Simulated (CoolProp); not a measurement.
Vapour-liquid equilibrium of methanol (1) + dimethyl carbonate (2) at 0.443 bar; x and y are mole fractions of (1).

Model: multi-fluid Helmholtz-energy mixture model, de Reuck 1993 and Zhou 2011; pair parameters Bell 2016, in CoolProp.

| x | bubble temperature (K) | y at the bubble point | dew temperature at overall composition x (K) | liquid density (mol/L) |
|---|---|---|---|---|
| 0.05 | 332.7 | 0.250 | 338.1 | 11.59 |
| 0.2 | 323.2 | 0.547 | 334.1 | 12.77 |
| 0.35 | 319.6 | 0.651 | 329.7 | 14.07 |
| 0.5 | 318.0 | 0.705 | 324.8 | 15.61 |
| 0.65 | 317.2 | 0.749 | 319.6 | 17.49 |
| 0.8 | 316.8 | 0.807 | 316.8 | 19.83 |
| 0.95 | 317.3 | 0.927 | 317.5 | 22.80 |

y crosses x between x = 0.8 and 0.95: the model has an azeotrope there.

Pair parameters are fitted to limited data, so mixtures are less certain than the pure fluids.
